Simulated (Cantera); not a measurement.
What does this Cantera script print?

```python
import numpy as np
import cantera as ct

gas = ct.Solution("gri30.yaml")
gas.TPX = 650, 500000, {'CH3OH': 1, 'O2': 1.36, 'N2': 5.13}
inlet = ct.Reservoir(gas, clone=True)
gas.equilibrate("HP")  # start burning
reactor = ct.IdealGasConstPressureReactor(gas, energy="on", clone=False)
exhaust = ct.Reservoir(gas, clone=True)
tau = [0.068, 0.02, 0.0058, 0.0017, 0.00049, 0.00014, 4.2e-05, 1.2e-05, 3.5e-06][0]
for a, b in ((inlet, reactor), (reactor, exhaust)):
    ct.MassFlowController(a, b, mdot=lambda t: reactor.mass / tau)
net = ct.ReactorNet([reactor])
show = ['CH3OH', 'O2', 'C2H4', 'CH4', 'H2O2']

rows = []
print(f"{'tau/s':>10s}{'T/K':>9s}" + "".join(f"{s:>11s}" for s in show))
for tau in [0.068, 0.02, 0.0058, 0.0017, 0.00049, 0.00014, 4.2e-05, 1.2e-05, 3.5e-06]:
    net.initial_time = 0.0
    net.advance(30 * tau)
    before = gas.X
    net.advance(40 * tau)
    drift = np.max(np.abs(gas.X - before) / (gas.X + 1e-9))
    rows.append([gas.T, *gas[show].X, drift])
    print(f"{tau:10.3e}{gas.T:9.1f}" + "".join(f"{x:11.3e}" for x in gas[show].X))
```

Output:

```
     tau/s      T/K      CH3OH         O2       C2H4        CH4       H2O2
 6.800e-02   2430.9  2.594e-07  1.582e-03  2.673e-12  1.508e-07  1.278e-07
 2.000e-02   2426.1  8.283e-07  1.872e-03  2.076e-11  3.989e-07  1.453e-07
 5.800e-03   2412.6  2.477e-06  2.632e-03  1.006e-10  7.882e-07  1.895e-07
 1.700e-03   2382.3  6.675e-06  4.214e-03  2.820e-10  1.145e-06  2.771e-07
 4.900e-04   2326.8  1.696e-05  6.962e-03  7.040e-10  1.640e-06  4.263e-07
 1.400e-04   2243.4  4.296e-05  1.100e-02  2.999e-09  3.562e-06  6.593e-07
 4.200e-05   2141.1  1.148e-04  1.639e-02  2.268e-08  1.234e-05  1.013e-06
 1.200e-05   1996.8  4.530e-04  2.755e-02  3.687e-07  7.403e-05  1.926e-06
 3.500e-06    650.0  1.335e-01  1.816e-01 -1.496e-20 -9.364e-19 -1.922e-18
```

Detailed kinetics in Cantera: GRI-Mech 3.0 (53 species, 325 reactions). GRI-Mech 3.0 was tuned for natural gas; its chemistry of methanol as a main component is partial and can be far from experiment.
